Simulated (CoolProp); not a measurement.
The fluid at 275.67 K and 6.53 MPa flows at 0.28 m/s in a round tube of 10 mm bore and 15 µm roughness, fully developed (64/Re and Nu = 3.66 if laminar; Colebrook and Gnielinski if turbulent). The same conditions are run with several fluids, on thermodynamics alone (safety and materials aside).

The numbers come from the reference Helmholtz-energy equation of state of each fluid (c-C4F8 (RC318): Platzer 1990; R11: Jacobsen 1992; R123: Younglove 1994) in CoolProp. The equations of Platzer and Polt are older, rougher fits.

| fluid | Reynolds number | Darcy friction factor | pressure drop (Pa/m) | heat-transfer coefficient (W/(m² K)) | mass flow (kg/h) |
|---|---|---|---|---|---|
| c-C4F8 (RC318) | 7800 | 0.0350 | 221 | 503 | 128 |
| R11 | 7390 | 0.0354 | 214 | 523 | 122 |
| R123 | 7280 | 0.0356 | 214 | 507 | 121 |

Transport values come from each fluid's own correlations; those of c-C4F8 (RC318), R11 are estimates that may be off by 10 % or more.
